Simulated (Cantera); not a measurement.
Cantera run, input and output.

```python
import numpy as np
import cantera as ct

gas = ct.Solution("gri30.yaml")
gas.TPX = 1400, 49000, {'CH4': 1, 'H2': 1.4}
reactor = ct.IdealGasConstPressureReactor(gas, energy="off", clone=False)
net = ct.ReactorNet([reactor])
net.rtol, net.atol = 1e-08, 1e-18
show = ['CH4', 'H2', 'C2H6', 'H', 'CH3', 'C2H2']
times = np.geomspace(0.0002, 80, 13)

steps = ct.SolutionArray(gas, extra=["t"])
rows = []
print(f"{'t/s':>10s}{'T/K':>9s}{'P/Pa':>11s}" + "".join(f"{s:>11s}" for s in show))
for t in times:
    while net.time < t:
        t_next = net.step()
        steps.append(gas.state, t=t_next)
    rows.append([np.interp(t, steps.t, y) for y in (steps.T, steps.P, *steps(*show).X.T)])
    print(f"{t:10.3e}{rows[-1][0]:9.1f}{rows[-1][1]:11.4g}" + "".join(f"{x:11.3e}" for x in rows[-1][2:]))
rate = np.gradient(steps.T, steps.t)
print("integrator steps:", len(steps.t))
if steps.T.max() > steps.T[0] + 200:
    print(f"time of steepest temperature rise: {steps.t[rate.argmax()]:.4e} s")
gas.TPX = 1400, 49000, {'CH4': 1, 'H2': 1.4}
gas.equilibrate("TP")
print(f"equilibrium (TP): T = {gas.T:.1f} K  " + "  ".join(f"{s} {gas[s].X[0]:.3e}" for s in show))
```

Result:

```
       t/s      T/K       P/Pa        CH4         H2       C2H6          H        CH3       C2H2
 2.000e-04   1400.0    4.9e+04  4.167e-01  5.833e-01  2.176e-08  3.671e-07  5.185e-06  1.878e-13
 5.860e-04   1400.0    4.9e+04  4.166e-01  5.833e-01  4.996e-07  1.000e-06  1.423e-05  1.966e-11
 1.717e-03   1400.0    4.9e+04  4.166e-01  5.833e-01  7.267e-06  1.994e-06  2.842e-05  1.816e-09
 5.030e-03   1400.0    4.9e+04  4.165e-01  5.834e-01  3.774e-05  2.452e-06  3.495e-05  8.063e-08
 1.474e-02   1400.0    4.9e+04  4.163e-01  5.835e-01  9.149e-05  2.842e-06  4.048e-05  2.196e-06
 4.317e-02   1400.0    4.9e+04  4.154e-01  5.840e-01  1.210e-04  3.039e-06  4.317e-05  3.913e-05
 1.265e-01   1400.0    4.9e+04  4.129e-01  5.855e-01  1.234e-04  3.073e-06  4.327e-05  3.874e-04
 3.706e-01   1400.0    4.9e+04  4.054e-01  5.903e-01  1.230e-04  3.129e-06  4.292e-05  2.281e-03
 1.086e+00   1400.0    4.9e+04  3.845e-01  6.036e-01  1.180e-04  3.269e-06  4.160e-05  8.441e-03
 3.181e+00   1400.0    4.9e+04  3.344e-01  6.355e-01  1.100e-04  3.679e-06  3.867e-05  2.313e-02
 9.320e+00   1400.0    4.9e+04  2.504e-01  6.889e-01  1.118e-04  4.783e-06  3.476e-05  4.713e-02
 2.731e+01   1400.0    4.9e+04  2.017e-01  7.197e-01  1.224e-04  5.884e-06  3.299e-05  6.070e-02
 8.000e+01   1400.0    4.9e+04  1.998e-01  7.210e-01  1.230e-04  5.940e-06  3.293e-05  6.125e-02
integrator steps: 753
equilibrium (TP): T = 1400.0 K  CH4 1.998e-01  H2 7.210e-01  C2H6 1.230e-04  H 5.940e-06  CH3 3.293e-05  C2H2 6.125e-02
```

Model: GRI-Mech 3.0 (53 species, 325 reactions), integrated in Cantera. GRI-Mech 3.0 stops at C3 and has no aromatics, soot or wall deposition, so with more carbon than oxygen in the feed, carbon stays in small species such as C2H2 where larger ones or solid carbon would form.
